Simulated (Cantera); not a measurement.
A Cantera script and what it prints.

```python
import numpy as np
import cantera as ct

gas_names = [...]  # 136 gases of nasa_gas.yaml made of C, H, N, O
cond_names = """
    C(gr) C6H6(L) C7H8(L) C8H18(L),n-octa H2O(s) H2O(L)
""".split()


# ... load() reads the species with a 1 bar reference pressure and builds the phases ...
atoms = {
    'CO2': {'C': 1, 'O': 2},
    'H2O': {'H': 2, 'O': 1},
    'N2': {'N': 2},
}
top_T = {'C(gr)': 4500}  # K; cautious upper limits of use, not melting points


# ... equilibrate(T, P, feed) seeds the gas with the atoms and calls Mixture.equilibrate('TP', solver="vcs", rtol=1e-11, max_steps=5000) ...
results = []
feed = {'CO2': 1, 'H2O': 0.082, 'N2': 8.9}  # mol
T = 2450  # K
for P in [10, 52, 280, 1400, 7600, 40000, 210000, 1100000, 5700000, 30000000]:
    mix = equilibrate(T, P, feed)
    results.append((T, P, feed, dict(zip(mix.species_names, mix.species_moles))))

top = {s: max(r[3][s] / sum(r[3][g] for g in gas_names) for r in results) for s in gas_names}
cols = sorted((s for s in top if top[s] > 0.001), key=lambda s: -top[s])[:6]
seen = [c for c in cond_names if any(r[3].get(c, 0) > 1e-12 for r in results)]
print("log10 of partial pressures in bar; condensed amounts in mol")
print(f"{'P/Pa':>10s}" + "".join(f"{s[:9]:>10s}" for s in cols + seen))
for T, P, feed, n in results:
    ng = sum(n[g] for g in gas_names)
    print(f"{P:10.4g}" + "".join(f"{np.log10(max(n[s] / ng * P / 1e5, 1e-99)):10.3f}" for s in cols)
          + "".join(f"{n.get(c, 0):10.4g}" for c in seen))
```

Result:

```
log10 of partial pressures in bar; condensed amounts in mol
      P/Pa        N2       CO2        CO         O        O2         H
        10    -4.094    -6.644    -5.054    -5.089    -6.282    -5.845
        52    -3.372    -5.384    -4.359    -4.524    -5.152    -5.171
       280    -2.631    -4.253    -3.682    -4.070    -4.243    -4.584
      1400    -1.924    -3.297    -3.076    -3.719    -3.542    -4.171
      7600    -1.182    -2.386    -2.482    -3.403    -2.911    -3.846
     4e+04    -0.456    -1.558    -1.932    -3.125    -2.354    -3.572
   2.1e+05     0.267    -0.773    -1.405    -2.867    -1.837    -3.316
   1.1e+06     0.988    -0.015    -0.892    -2.621    -1.347    -3.066
   5.7e+06     1.704     0.723    -0.389    -2.387    -0.878    -2.818
     3e+07     2.426     1.458     0.116    -2.158    -0.419    -2.568
```

Method: chemical equilibrium by Gibbs-energy minimisation in Cantera with the NASA 1993 tables (ideal gas, pure condensed phases). The ideal-gas law is rough above about 30 bar.
